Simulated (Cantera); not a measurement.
A freely propagating, adiabatic, planar premixed flame of 37.5 % CO, 1.24 % H₂, 12.9 % O₂, 48.4 % N₂, unburnt at 375 K and 9.87 atm; mixture-averaged transport, grid criteria slope 0.08 and curve 0.16, no radiation.

Cantera simulation using GRI-Mech 3.0 (53 species, 325 reactions); the numbers are that mechanism's predictions, not measurements. The hydrogen kinetics of GRI-Mech 3.0 are dated; newer H2 mechanisms differ, most at raised pressure. Burning velocities carry a grid error of a few per cent, more on coarse grids.

x: mole fraction of selected species; z is measured from the peak of heat release.

```
z (mm)        T (K)  u (m/s)   x CO     x H₂     x O₂     x HO₂     x H₂O    x N₂O
-------  ----------  -------  -----  -------  -------  --------  --------  -------
-0.188          375    0.439  0.375   0.0123    0.129     <1e-8   2.68e-7    <1e-8
-0.125          375    0.439  0.375   0.0119    0.129   7.67e-8   4.26e-6    <1e-8
-0.0938         376    0.440  0.375   0.0114    0.129   4.25e-7   2.10e-5    <1e-8
-0.0625         388    0.453  0.375   0.0101    0.129   4.75e-6  0.000181    <1e-8
-0.0313  (withheld)    0.674  0.365  0.00687    0.122  0.000164   0.00248  7.42e-8
-0.0156  (withheld)     1.13  0.333  0.00461    0.103  0.000455   0.00658  3.60e-7
0        (withheld)     1.62  0.278  0.00231   0.0700  0.000152    0.0101  1.05e-6
0.0156   (withheld)     1.92  0.230  0.00116   0.0416   5.58e-5   0.00977  1.60e-6
0.0313   (withheld)     2.07  0.202  0.00104   0.0267   2.73e-5   0.00865  1.59e-6
0.0625         2134     2.23  0.180  0.00113   0.0159   1.12e-5   0.00873  1.29e-6
0.125          2274     2.35  0.166  0.00114  0.00905   4.10e-6    0.0101  9.72e-7
0.250          2367     2.43  0.156  0.00110  0.00420   1.27e-6    0.0112  6.00e-7
0.500          2417     2.47  0.150  0.00108  0.00149   3.32e-7    0.0119  2.88e-7
```

Problem. What belongs in the gaps?

Solution. 
- -0.0313, T (K): 581
- -0.0156, T (K): 990
- 0, T (K): 1467
- 0.0156, T (K): 1778
- 0.0313, T (K): 1957
